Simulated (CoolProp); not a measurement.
Vapour-liquid equilibrium of R134a (1) + R245fa (2) at 0.55 bar; x and y are mole fractions of (1).

Values from CoolProp's multi-fluid Helmholtz-energy mixture model, Tillner-Roth 1994 and Akasaka 2015; pair parameters Akasaka 2014.

| x | bubble temperature, mixture model (°C) | bubble temperature, Raoult's law (°C) | y, mixture model | y, Raoult's law |
|---|---|---|---|---|
| 0.05 | -3.8 | -3.9 | 0.225 | 0.231 |
| 0.2 | -14.2 | -14.3 | 0.604 | 0.613 |
| 0.35 | -21.5 | -21.6 | 0.780 | 0.788 |
| 0.5 | -26.9 | -27.1 | 0.874 | 0.880 |
| 0.65 | -31.2 | -31.3 | 0.931 | 0.935 |
| 0.8 | -34.8 | -34.8 | 0.968 | 0.970 |
| 0.95 | -37.7 | -37.8 | 0.993 | 0.994 |

The largest gap from Raoult's law is +0.2 K in bubble temperature, at x = 0.5. No azeotrope shows between x = 0.05 and 0.95.

The pair parameters rest on a limited set of measurements; away from them the model extrapolates.
